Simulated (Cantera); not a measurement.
Cantera run, input and output.

```python
import numpy as np
import cantera as ct

gas = ct.Solution("gri30.yaml", transport_model="multicomponent")
show = ['CH3', 'H2', 'CH4']

rows = []
print(f"{'T/K':>7s}{'rho':>11s}{'cp':>10s}{'mu':>11s}{'lambda':>11s}{'Pr':>7s}" + "".join(f"{'D_' + s:>11s}" for s in show))
for T in [400, 550, 700, 850, 1000, 1150, 1300]:
    gas.TPX = T, 2666, {'C2H6': 0.54, 'H2O': 0.54}
    Pr = gas.cp_mass * gas.viscosity / gas.thermal_conductivity
    D = [gas.mix_diff_coeffs_mole[gas.species_index(s)] for s in show]
    rows.append([gas.density, gas.cp_mass, gas.viscosity, gas.thermal_conductivity, Pr, *D])
    print(f"{T:7g}{gas.density:11.4e}{gas.cp_mass:10.1f}{gas.viscosity:11.4e}"
          f"{gas.thermal_conductivity:11.4e}{Pr:7.3f}" + "".join(f"{d:11.4e}" for d in D))
print("SI units: kg/m3, J/kg/K, Pa s, W/m/K, m2/s")
```

Result:

```
    T/K        rho        cp         mu     lambda     Pr      D_CH3       D_H2      D_CH4
    400 1.9273e-02    2067.5 1.3061e-05 3.7327e-02  0.723 1.2391e-03 4.3457e-03 1.2215e-03
    550 1.4017e-02    2484.8 1.7666e-05 5.9546e-02  0.737 2.2237e-03 7.5601e-03 2.1983e-03
    700 1.1013e-02    2848.7 2.1966e-05 8.3556e-02  0.749 3.4198e-03 1.1415e-02 3.3876e-03
    850 9.0696e-03    3142.6 2.5997e-05 1.0781e-01  0.758 4.8053e-03 1.5854e-02 4.7667e-03
   1000 7.7091e-03    3410.2 2.9796e-05 1.3277e-01  0.765 6.3647e-03 2.0835e-02 6.3198e-03
   1150 6.7036e-03    3629.2 3.3395e-05 1.5724e-01  0.771 8.0864e-03 2.6328e-02 8.0353e-03
   1300 5.9301e-03    3814.9 3.6819e-05 1.8122e-01  0.775 9.9614e-03 3.2307e-02 9.9038e-03
SI units: kg/m3, J/kg/K, Pa s, W/m/K, m2/s
```

Model: GRI-Mech 3.0 (53 species, 325 reactions), integrated in Cantera. Polar gases are described roughly by these parameters. The composition is frozen, though it would react at the higher temperatures.
